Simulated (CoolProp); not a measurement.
Methanol along the isobar 47.1 MPa: density (kg/m³) from the reference equation and from simpler models built on Tc = 513.4 K, pc = 8.216 MPa, ω = 0.565; each cubic takes its own stable root.

Computed with CoolProp (reference Helmholtz-energy equation of state, de Reuck 1993).

```json
[
 {"T (K)": "393", "phase": "liquid", "reference": "748.4", "van der Waals": "387.4", "Redlich-Kwong": "534.9", "Soave-Redlich-Kwong": "559.4", "Peng-Robinson": "627.9"},
 {"T (K)": "404.5", "phase": "liquid", "reference": "738.3", "van der Waals": "383.8", "Redlich-Kwong": "527.1", "Soave-Redlich-Kwong": "550.5", "Peng-Robinson": "617.8"},
 {"T (K)": "416.1", "phase": "liquid", "reference": "727.9", "van der Waals": "380.1", "Redlich-Kwong": "519.0", "Soave-Redlich-Kwong": "541.1", "Peng-Robinson": "607.2"},
 {"T (K)": "427.6", "phase": "liquid", "reference": "717.1", "van der Waals": "376.5", "Redlich-Kwong": "510.9", "Soave-Redlich-Kwong": "531.4", "Peng-Robinson": "596.1"},
 {"T (K)": "439.1", "phase": "liquid", "reference": "706.0", "van der Waals": "372.8", "Redlich-Kwong": "502.7", "Soave-Redlich-Kwong": "521.3", "Peng-Robinson": "584.6"},
 {"T (K)": "450.7", "phase": "liquid", "reference": "694.3", "van der Waals": "369.0", "Redlich-Kwong": "494.4", "Soave-Redlich-Kwong": "510.8", "Peng-Robinson": "572.4"},
 {"T (K)": "462.2", "phase": "liquid", "reference": "682.3", "van der Waals": "365.2", "Redlich-Kwong": "486.0", "Soave-Redlich-Kwong": "500.0", "Peng-Robinson": "559.9"},
 {"T (K)": "473.8", "phase": "liquid", "reference": "669.6", "van der Waals": "361.4", "Redlich-Kwong": "477.4", "Soave-Redlich-Kwong": "488.7", "Peng-Robinson": "546.8"},
 {"T (K)": "485.3", "phase": "liquid", "reference": "656.6", "van der Waals": "357.6", "Redlich-Kwong": "468.9", "Soave-Redlich-Kwong": "477.2", "Peng-Robinson": "533.3"}
]
```
